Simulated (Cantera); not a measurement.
Equilibrium for chlorosilane synthesis and conversion: SiCl4 + HCl + H2

Feed: 1 mol SiCl4, 1.9 mol HCl, 2.5 mol H2, at 1075 K and 1 atm.

Cantera equilibrium calculation (NASA polynomials, part measured and part estimated; ideal gas, pure solids and liquids). Candidate condensed phases: Si; 19 gas species. The tables' values for SiCl3 are old estimates; treat these amounts as uncertain. Equilibrium is a limit: real reactors are often held back by kinetics, nucleation or transport.

```json
{
  "x(H2)": "0.460",
  "x(HCl)": "0.355",
  "x(SiCl4)": "0.182",
  "x(SiHCl3)": "0.00293",
  "x(SiCl3)": "0.000183",
  "x(SiH2Cl2)": "5.52e-6",
  "x(SiCl2)": "2.91e-6",
  "gas_amount": "5.401 mol",
  "log10 activity of Si(s) (absent)": "-5.26"
}
```
